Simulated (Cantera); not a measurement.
An isothermal, constant-pressure homogeneous reactor starts with 4.74 % H₂, 13.9 % O₂, 80.8 % N₂, 0.516 % H₂O, equivalence ratio 0.17, at 1050 K and 100.0 Torr.

Model: the H2/O2 subset of GRI-Mech 3.0, which has no nitrogen chemistry, integrated in Cantera. The temperature is held fixed by assumption; the heat of reaction is taken as removed at once.

x: mole fraction; the columns are a selection and need not sum to one.

```
t (s)         x H₂   x O₂       x H    x H₂O      x OH    x H₂O₂
--------  --------  -----  --------  -------  --------  --------
2.00e-5     0.0474  0.139  4.39e-11  0.00516  4.12e-12    <1e-12
9.71e-5     0.0474  0.139  3.05e-10  0.00516  5.29e-11    <1e-12
0.000472    0.0474  0.139       ___  0.00516   1.26e-8  6.89e-12
0.00229    0.00245  0.118       ___   0.0482   0.00109   8.24e-7
0.0111     6.70e-5  0.118       ___   0.0537   9.11e-5   3.70e-7
0.0540     2.98e-6  0.118       ___   0.0538   2.13e-5   7.39e-8
0.262      1.16e-7  0.118       ___   0.0538   6.69e-6   1.17e-8
1.27       1.12e-8  0.118  1.42e-10   0.0538   2.58e-6   2.11e-9
6.18       1.87e-9  0.118  1.13e-11   0.0538   1.11e-6  4.23e-10
30.0      3.85e-10  0.118  1.11e-12   0.0538   5.07e-7  9.24e-11
```

Task: Some entries are withheld; supply them.

Result: 
- 0.000472, x H: 6.47e-8
- 0.00229, x H: 0.00460
- 0.0111, x H: 7.52e-6
- 0.0540, x H: 8.78e-8
- 0.262, x H: 2.47e-9
